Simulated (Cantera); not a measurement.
A perfectly stirred reactor is fed with C₃H₈ : O₂ : N₂ = 1 : 2.94 : 22.6 (molar parts), at 5.00 bar; it is adiabatic with a 348 K inlet, and is followed from long to short residence time, starting on the burning branch (τ in s: 0.049, 0.016, 0.0053, 0.0018, 0.00058, 0.00019, 6.2e-05, 2e-05, 6.7e-06).

Model: GRI-Mech 3.0 (53 species, 325 reactions), integrated in Cantera. GRI-Mech 3.0 was tuned for natural gas; its chemistry of propane as a main component is partial and can be far from experiment.

Q: Predict: blow-out, bracketed by the residence times tried; x(C₃H₈) at τ = 49.0 ms; x(O₂) at τ = 49.0 ms; x(NO) at τ = 49.0 ms; x(HCO) at τ = 49.0 ms; x(HCN) at τ = 49.0 ms; x(C₃H₈) at τ = 0.580 ms; x(O₂) at τ = 0.580 ms.

A: 
| Property | Result |
|---|---|
| blow-out, bracketed by the residence times tried | burning at 16.0 ms, out at 5.30 ms |
| x(C₃H₈) at τ = 49.0 ms | 0.000207 |
| x(O₂) at τ = 49.0 ms | 0.00500 |
| x(NO) at τ = 49.0 ms | 2.04e-9 |
| x(HCO) at τ = 49.0 ms | 4.65e-8 |
| x(HCN) at τ = 49.0 ms | 1.69e-8 |
| x(C₃H₈) at τ = 0.580 ms | 0.0377 |
| x(O₂) at τ = 0.580 ms | 0.111 |
